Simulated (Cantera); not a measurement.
Input (Python, Cantera) and output of one run.

```python
import numpy as np
import cantera as ct

gas_names = """
    Cs CsO CsOH Cs2 Cs2O Cs2O2H2 H HO2 H2 H2O H2O2 O OH O2 O3
""".split()
cond_names = """
    Cs(cr) Cs(L) CsOH(a) CsOH(b) CsOH(c) CsOH(L) H2O(s) H2O(L)
""".split()


def load(file, names, dense=False):
    # The tables refer to 1 bar. Condensed volumes are neglected.
    table = {s.name: s for s in ct.Species.list_from_file(file)}
    out = []
    for n in names:
        d = dict(table[n].input_data)
        d["thermo"] = dict(d["thermo"], **{"reference-pressure": 1e5})
        if dense:
            d["equation-of-state"] = {"model": "constant-volume", "density": "1e6 g/cm^3"}
        out.append(ct.Species.from_dict(d))
    return out


gas = ct.Solution(thermo="ideal-gas", species=load("nasa_gas.yaml", gas_names))
cond = {s.name: ct.Solution(thermo="fixed-stoichiometry", species=[s], name=s.name)
        for s in load("nasa_condensed.yaml", cond_names, dense=True)}
atoms = {
    'CsOH': {'Cs': 1, 'O': 1, 'H': 1},
    'H2': {'H': 2},
    'H2O': {'H': 2, 'O': 1},
}
top_T = {}  # K; cautious upper limits of use, not melting points


def equilibrate(T, P, feed):
    n = {}
    for name, mol in feed.items():
        for a, k in atoms[name].items():
            n[a] = n.get(a, 0.0) + k * mol
    gas.TPX = T, P, n
    mass = sum(n.values()) * gas.mean_molecular_weight
    gas.equilibrate("TP")
    valid = [c for c in cond.values() if c.min_temp <= T <= top_T.get(c.name, c.max_temp)]
    mix = ct.Mixture([(gas, mass / gas.mean_molecular_weight)] + [(c, 0.0) for c in valid])
    mix.T, mix.P = T, P
    mix.equilibrate("TP", solver="vcs", rtol=1e-11, max_steps=5000)
    return mix


results = []
feed = {'CsOH': 1, 'H2': 0.33, 'H2O': 0.27}  # mol
P = 1000  # Pa
for T in [1650, 1700, 1750, 1800, 1850, 1900, 1950, 2000, 2050]:
    mix = equilibrate(T, P, feed)
    results.append((T, P, feed, dict(zip(mix.species_names, mix.species_moles))))

top = {s: max(r[3][s] / sum(r[3][g] for g in gas_names) for r in results) for s in gas_names}
cols = sorted((s for s in top if top[s] > 1e-05), key=lambda s: -top[s])[:8]
seen = [c for c in cond_names if any(r[3].get(c, 0) > 1e-12 for r in results)]
print("log10 of partial pressures in bar; condensed amounts in mol")
print(f"{'T/K':>10s}" + "".join(f"{s[:9]:>10s}" for s in cols + seen))
for T, P, feed, n in results:
    ng = sum(n[g] for g in gas_names)
    print(f"{T:10.4g}" + "".join(f"{np.log10(max(n[s] / ng * P / 1e5, 1e-99)):10.3f}" for s in cols)
          + "".join(f"{n.get(c, 0):10.4g}" for c in seen))
```

Result:

```
log10 of partial pressures in bar; condensed amounts in mol
       T/K       H2O      CsOH        Cs        H2        OH         H        O2         O
      1650    -2.445    -2.453    -2.682    -3.093    -6.285    -5.588    -8.564    -8.869
      1700    -2.432    -2.473    -2.658    -3.134    -5.983    -5.399    -7.990    -8.345
      1750    -2.420    -2.492    -2.637    -3.175    -5.698    -5.221    -7.444    -7.848
      1800    -2.410    -2.511    -2.618    -3.217    -5.428    -5.055    -6.923    -7.376
      1850    -2.401    -2.529    -2.602    -3.260    -5.172    -4.899    -6.426    -6.928
      1900    -2.394    -2.546    -2.587    -3.302    -4.928    -4.752    -5.953    -6.502
      1950    -2.387    -2.564    -2.574    -3.344    -4.698    -4.612    -5.504    -6.097
      2000    -2.383    -2.582    -2.561    -3.381    -4.482    -4.479    -5.083    -5.716
      2050    -2.380    -2.604    -2.548    -3.409    -4.281    -4.349    -4.700    -5.362
```

These are equilibrium values from Cantera (NASA tables, ideal gas, pure condensed phases), not measurements of a reactor.
